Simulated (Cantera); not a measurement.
# B₂O₃ + O₂ + H₂ (boron, boron nitride and boron oxide)

Charge: 1 mol B₂O₃, 0.47 mol O₂, 13 mol H₂, equilibrated at 63.0 Torr.

These are equilibrium values from Cantera (NASA tables, ideal gas, pure condensed phases), not measurements of a reactor. Candidate condensed phases: B, B₂O₃, B₃O₃H₃, H₂O; 23 gas species. Gases not in the tables: H₃BO₃. Rates play no part.

| T (K) | x H₂ | x HBO₂ | x H₂O | x B₂O₃ | x HBO | x H | x BO | n B₂O₃(l) |
|---|---|---|---|---|---|---|---|---|
| 798 | 0.928 | 1.13e-7 | 0.0715 | <1e-12 | <1e-12 | 8.86e-12 | <1e-12 | 0.990 |
| 898 | 0.928 | 2.22e-6 | 0.0719 | <1e-12 | 2.89e-11 | 3.64e-10 | <1e-12 | 0.995 |
| 998 | 0.928 | 2.33e-5 | 0.0721 | 3.62e-11 | 1.47e-9 | 7.15e-9 | <1e-12 | 0.997 |
| 1098 | 0.928 | 0.000156 | 0.0721 | 2.81e-9 | 3.57e-8 | 8.22e-8 | <1e-12 | 0.997 |
| 1198 | 0.927 | 0.000747 | 0.0718 | 1.03e-7 | 5.00e-7 | 6.32e-7 | 1.50e-11 | 0.994 |
| 1298 | 0.926 | 0.00276 | 0.0708 | 2.10e-6 | 4.62e-6 | 3.56e-6 | 6.42e-10 | 0.981 |
| 1398 | 0.924 | 0.00823 | 0.0679 | 2.73e-5 | 3.10e-5 | 1.57e-5 | 1.61e-8 | 0.945 |
| 1498 | 0.918 | 0.0204 | 0.0614 | 0.000248 | 0.000164 | 5.68e-5 | 2.66e-7 | 0.861 |
| 1598 | 0.905 | 0.0421 | 0.0499 | 0.00168 | 0.000737 | 0.000175 | 3.24e-6 | 0.692 |
| 1698 | 0.881 | 0.0721 | 0.0344 | 0.00902 | 0.00298 | 0.000468 | 3.17e-5 | 0.364 |
| 1798 | 0.853 | 0.0897 | 0.0263 | 0.0225 | 0.00741 | 0.00112 | 0.000174 | 0 |
| 1898 | 0.849 | 0.0865 | 0.0292 | 0.0226 | 0.00964 | 0.00248 | 0.000453 | 0 |
| 1998 | 0.843 | 0.0834 | 0.0322 | 0.0225 | 0.0120 | 0.00508 | 0.00106 | 0 |
| 2098 | 0.835 | 0.0801 | 0.0355 | 0.0219 | 0.0145 | 0.00970 | 0.00223 | 0 |
x: gas mole fraction; n: condensed amount in mol.

From 798 K to 1698 K the condensed part is B₂O₃(l). From 1798 K to 2098 K nothing is condensed.
